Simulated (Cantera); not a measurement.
Cantera with NASA thermochemical tables; ideal gases at 1 bar, condensed phases pure. Values are per mole of reaction as written; species without (g) are pure solids or liquids, kept so even where they would boil at 1 bar.

4 N(g) + CO2(g) = C + 2 N2O(g), with ΔH° = -1334.1 kJ and ΔS° = -381.5 J/K at 300 K.

Problem. How far is the shortcut ΔG° ≈ ΔH°(300 K) − T·ΔS°(300 K) from the full temperature-dependent value at 1198, 1298, 1398, 1498, 1598, 1698, 1798, 1898 K?

Solution. 
```
T (K)  shortcut (kJ)  full (kJ)  difference (kJ)  difference in log10 K
-----  -------------  ---------  ---------------  ---------------------
1198          -877.1     -860.6            -16.4                   0.72
1298          -838.9     -820.1            -18.9                   0.76
1398          -800.8     -779.5            -21.3                   0.79
1498          -762.7     -739.0            -23.7                   0.83
1598          -724.5     -698.4            -26.1                   0.85
1698          -686.4     -657.8            -28.5                   0.88
1798          -648.2     -617.3            -30.9                   0.90
1898          -610.1     -576.8            -33.3                   0.92
```
The shortcut ignores the heat-capacity change of the reaction.
